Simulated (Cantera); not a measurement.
# Thermodynamics of carbothermic reduction, feed CuO + C + H2

Input: 1 mol CuO, a varied amount of C, 0.34 mol H2, at 1352 °C and 930 Pa.

These are equilibrium values from Cantera (NASA tables, ideal gas, pure condensed phases), not measurements of a reactor. Candidate condensed phases: C, C6H6, C7H8, C8H18, Cu, CuO, Cu(OH)2, Cu2O, H2O; 113 gas species. The numbers say what is thermodynamically allowed, not how fast it happens.

From 0.58 mol C to 0.88 mol C the condensed part is Cu(l). From 1.2 mol C to 4.2 mol C the condensed part is C(graphite) + Cu(l). The main Cu-bearing gas is Cu throughout.

```csv
n(C) (mol),x CO,x H2,x H2O,x CO2,x Cu,n Cu(l),n C(graphite)
0.58,0.404,0.136,0.232,0.222,0.00614,0.994,0
0.88,0.669,0.227,0.0501,0.0476,0.00614,0.992,0
1.2,0.742,0.252,1.30e-6,1.23e-6,0.00614,0.992,0.200
1.5,0.742,0.252,1.30e-6,1.23e-6,0.00614,0.992,0.500
1.8,0.742,0.252,1.30e-6,1.23e-6,0.00614,0.992,0.800
2.1,0.742,0.252,1.30e-6,1.23e-6,0.00614,0.992,1.10
2.4,0.742,0.252,1.30e-6,1.23e-6,0.00614,0.992,1.40
2.7,0.742,0.252,1.30e-6,1.23e-6,0.00614,0.992,1.70
3,0.742,0.252,1.30e-6,1.23e-6,0.00614,0.992,2.00
3.3,0.742,0.252,1.30e-6,1.23e-6,0.00614,0.992,2.30
3.6,0.742,0.252,1.30e-6,1.23e-6,0.00614,0.992,2.60
3.9,0.742,0.252,1.30e-6,1.23e-6,0.00614,0.992,2.90
4.2,0.742,0.252,1.30e-6,1.23e-6,0.00614,0.992,3.20
```
x: gas mole fraction; n: condensed amount in mol.
